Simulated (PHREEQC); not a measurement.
0.015 g of hydrous ferric oxide (600 m²/g; 0.2 weak and 0.005 strong sites per Fe, Dzombak-Morel constants, diffuse double layer) in 1 kg of water with 0.005 mol/kgw of an inert sodium salt and 2.3e-06 mol Na2SeO3 and 3.8e-06 mol Na2SO4, at 25 °C; the pH is set by adding NaOH or the inert anion's acid. No oxygen is let in. The system is closed to CO2. Slow redox steps are shut off: sulfate isn't reduced. Nothing may precipitate in this run.

The series has 17 steps of pH, from 3 to 11.

Equilibrium calculation in PHREEQC: ion-association model, wateq4f.dat.

Task: Near which pH is half of the Se sorbed, and on which side is more sorbed?

Result: Near pH 8.0, with more sorbed at lower pH.

Task: Near which pH is half of the S sorbed, and on which side is more sorbed?

Result: Near pH 5.5, with more sorbed at lower pH.

The database's selenite sorption wasn't checked against measurements; a fall in acid may be a fault of its surface constants. The oxide is taken as insoluble; below pH 4 it would dissolve.
